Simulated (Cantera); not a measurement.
# Equilibrium for silicon epitaxy and polysilicon growth: SiCl4 + HCl + H2

A closed system holds: 1 mol SiCl4, 0.71 mol HCl, 13 mol H2, held at 23.0 mbar.

These are equilibrium values from Cantera (NASA tables, ideal gas, pure condensed phases), not measurements of a reactor. Candidate condensed phases: Si; 19 gas species. The tables' values for SiCl3, SiCl are old estimates; treat these amounts as uncertain. Kinetics and transport are ignored.

| T (°C) | x H2 | x HCl | x SiCl4 | x SiCl2 | x SiCl3 | x SiHCl3 | x H |
|---|---|---|---|---|---|---|---|
| 677 | 0.879 | 0.0535 | 0.0629 | 4.61e-5 | 0.000295 | 0.00474 | 3.44e-9 |
| 752 | 0.874 | 0.0583 | 0.0584 | 0.000570 | 0.00126 | 0.00752 | 2.69e-8 |
| 827 | 0.863 | 0.0690 | 0.0506 | 0.00377 | 0.00370 | 0.00934 | 1.58e-7 |
| 902 | 0.844 | 0.0896 | 0.0380 | 0.0130 | 0.00712 | 0.00844 | 7.42e-7 |
| 977 | 0.817 | 0.117 | 0.0230 | 0.0274 | 0.00940 | 0.00572 | 2.88e-6 |
| 1052 | 0.793 | 0.142 | 0.0107 | 0.0418 | 0.00908 | 0.00306 | 9.60e-6 |
| 1127 | 0.778 | 0.158 | 0.00400 | 0.0518 | 0.00698 | 0.00140 | 2.83e-5 |
| 1202 | 0.771 | 0.165 | 0.00136 | 0.0571 | 0.00478 | 0.000601 | 7.51e-5 |
| 1277 | 0.768 | 0.168 | 0.000472 | 0.0598 | 0.00319 | 0.000265 | 0.000182 |
| 1352 | 0.766 | 0.170 | 0.000175 | 0.0612 | 0.00214 | 0.000122 | 0.000407 |
x: gas mole fraction; nothing condenses.

From 677 °C to 1352 °C nothing is condensed. The main Si-bearing gas is SiCl4 at 677 °C and SiCl2 at 1352 °C.
